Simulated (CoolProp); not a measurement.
Vapour-liquid equilibrium of CF4 (R14) (1) + CHF3 (R23) (2) at 192.4 K; x and y are mole fractions of (1).

Values from CoolProp's multi-fluid Helmholtz-energy mixture model, Platzer 1990 and Penoncello 2003; pair parameters Bell 2016. This equation is an older, rougher fit; its heat capacities, sound speeds and derivatives of the liquid may be far off and weren't checked against measurements.

### Question
Give the bubble pressure and the first vapour's composition at x = 0.15, 0.45, 0.85. Is there an azeotrope?

### Answer
x = 0.15: 5.189 bar, y = 0.795; x = 0.45: 8.584 bar, y = 0.888; x = 0.85: 10.62 bar, y = 0.944. No azeotrope shows between x = 0.05 and 0.95.

The pair parameters rest on a limited set of measurements; away from them the model extrapolates. With so large a gap from Raoult's law the liquid may split in two, which this calculation doesn't test in full.
